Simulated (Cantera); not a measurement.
Charge: 1 mol B₂O₃, a varied amount of BCl₃, held at 1348 K and 7.50 Torr.

These are equilibrium values from Cantera (NASA tables, ideal gas, pure condensed phases), not measurements of a reactor. Candidate condensed phases: B, B₂O₃; 18 gas species. Equilibrium is a limit: real reactors are often held back by kinetics, nucleation or transport.

Question: Which condensed phases are stable at each of these points (n(BCl₃) (mol)): 0.63, 1, 1.4, 1.9, 2.3, 2.7, 3.1, 3.5, 3.9, 4.3, 4.7, 5.1, 5.5?

Answer: 
| n(BCl₃) (mol) | condensed phases | B condensed (%) |
|---|---|---|
| 0.63 | B₂O₃(l) | 64.4 |
| 1 | B₂O₃(l) | 50.5 |
| 1.4 | B₂O₃(l) | 38.9 |
| 1.9 | B₂O₃(l) | 27.7 |
| 2.3 | B₂O₃(l) | 20.6 |
| 2.7 | B₂O₃(l) | 14.7 |
| 3.1 | B₂O₃(l) | 9.7 |
| 3.5 | B₂O₃(l) | 5.5 |
| 3.9 | B₂O₃(l) | 1.8 |
| 4.3 | gas only | 0.0 |
| 4.7 | gas only | 0.0 |
| 5.1 | gas only | 0.0 |
| 5.5 | gas only | 0.0 |

From 0.63 mol BCl₃ to 3.9 mol BCl₃ the condensed part is B₂O₃(l). From 4.3 mol BCl₃ to 5.5 mol BCl₃ nothing is condensed.
